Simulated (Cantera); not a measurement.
Input: 1 mol CaF₂, 0.96 mol H₂O, 0.73 mol N₂.

Cantera equilibrium calculation (NASA polynomials, part measured and part estimated; ideal gas, pure solids and liquids). Candidate condensed phases: Ca, CaF₂, CaO, Ca(OH)₂, H₂O; 47 gas species. Mutual solubility and eutectic melting of coexisting phases are not modelled. Equilibrium is a limit: real reactors are often held back by kinetics, nucleation or transport.

Question: What condenses at these points (T in K, P in Pa): (1973, 3200); (1823, 560); (1748, 100); (2198, 0.10); (1598, 3200); (1748, 100000)?

Answer: 
```csv
T (K),P in Pa,condensed phases,Ca condensed (%)
1973,3200,CaF₂ + CaO,80.5
1823,560,CaF₂ + CaO,79.4
1748,100,CaO,69.2
2198,0.10,gas only,0.0
1598,3200,CaF₂ + CaO,99.9
1748,100000,CaF₂ + CaO,100.0
```
